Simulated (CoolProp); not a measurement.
Vapour-liquid equilibrium of CH2F2 (R32) (1) + R1234yf (2) at -37.95 °C; x and y are mole fractions of (1).

Model: multi-fluid Helmholtz-energy mixture model, Tillner-Roth 1997 and Lemmon 2022; pair parameters Bell 2023, in CoolProp.

```
x      bubble pressure, mixture model (bar)  bubble pressure, Raoult's law (bar)  y, mixture model  y, Raoult's law
-----  ------------------------------------  -----------------------------------  ----------------  ---------------
0.05                                 0.8054                               0.7496             0.185            0.130
0.125                                0.9741                               0.8440             0.372            0.288
0.2                                   1.128                               0.9383             0.497            0.415
0.275                                 1.264                                1.033             0.585            0.518
0.35                                  1.383                                1.127             0.650            0.604
0.425                                 1.486                                1.222             0.701            0.677
0.5                                   1.575                                1.316             0.743            0.739
0.575                                 1.651                                1.410             0.779            0.793
0.65                                  1.718                                1.505             0.812            0.840
0.725                                 1.778                                1.599             0.845            0.882
0.8                                   1.832                                1.693             0.879            0.919
0.875                                 1.881                                1.788             0.917            0.952
0.95                                  1.923                                1.882             0.963            0.982
```

The largest gap from Raoult's law is +22.7 % in bubble pressure, at x = 0.35. No azeotrope shows between x = 0.05 and 0.95.

The pair parameters rest on a limited set of measurements; away from them the model extrapolates.
